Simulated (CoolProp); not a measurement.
A Linde-Hampson liquefier for CF4 (R14): isothermal reversible compression at 290 K from 1 atm to 40 MPa, throttling to 1 atm, return gas leaving the recuperator 0 K below the feed. Each further row changes one setting.

The numbers come from the reference Helmholtz-energy equation of state, Platzer 1990 in CoolProp. This equation is an older, rougher fit; its heat capacities, sound speeds and derivatives of the liquid may be far off and weren't checked against measurements.

```csv
case,liquid yield per pass,compression work (kJ/kg of gas)
as stated,(withheld),147
warm-end temperature 320 K,0.253,(withheld)
warm-end gap 5 K,(withheld),147
```

**Question.** What belongs in the gaps?

**Answer.** 
- as stated, liquid yield per pass: 0.318
- warm-end temperature 320 K, compression work (kJ/kg of gas): 169
- warm-end gap 5 K, liquid yield per pass: 0.307
